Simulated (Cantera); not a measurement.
# Equilibrium for fluorocarbon and chlorocarbon gases: CF4 + HCl

Charge: 1 mol CF4, 0.29 mol HCl, at 2500 °C and 1.33 mbar.

These are equilibrium values from Cantera (NASA tables, ideal gas, pure condensed phases), not measurements of a reactor. Candidate condensed phases: C, C6H6, C7H8, C8H18; 118 gas species. Kinetics and transport are ignored.

| Quantity | Result |
|---|---|
| x(F) | 0.774 |
| x(Cl) | 0.0670 |
| x(HF) | 0.0656 |
| x(CF) | 0.0536 |
| x(C3) | 0.0170 |
| x(CF2) | 0.0161 |
| x(C) | 0.00367 |
| x(C2) | 0.00165 |
| x(H) | 0.00140 |
| n(C(graphite)) | 0.445 mol |
| gas amount | 4.323 mol |
